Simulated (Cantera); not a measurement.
Feed: 1 mol SiH2Cl2, 190 mol H2, at 752 °C and 1.33 mbar.

Cantera equilibrium calculation (NASA polynomials, part measured and part estimated; ideal gas, pure solids and liquids). Candidate condensed phases: Si; 19 gas species. The tables' values for SiCl3 are old estimates; treat these amounts as uncertain. Equilibrium is a limit: real reactors are often held back by kinetics, nucleation or transport.

Base state: H2 0.990, HCl 0.00985, SiCl2 0.000175, SiCl4 2.61e-5, SiHCl3 2.26e-5, SiCl3 1.48e-5 (mole fractions); condensed: Si(s).

Q: What changes in the equilibrium state with this change: SiH2Cl2 replaced by SiHCl3?

A: 
```csv
species,before,after
H2,0.990,0.985
HCl,0.00985,0.0141
SiCl2,0.000175,0.000361
SiCl4,2.61e-5,0.000111
SiCl3,1.48e-5,4.39e-5
SiHCl3,2.26e-5,6.69e-5
"Si(s), mol",0.954,0.887
```
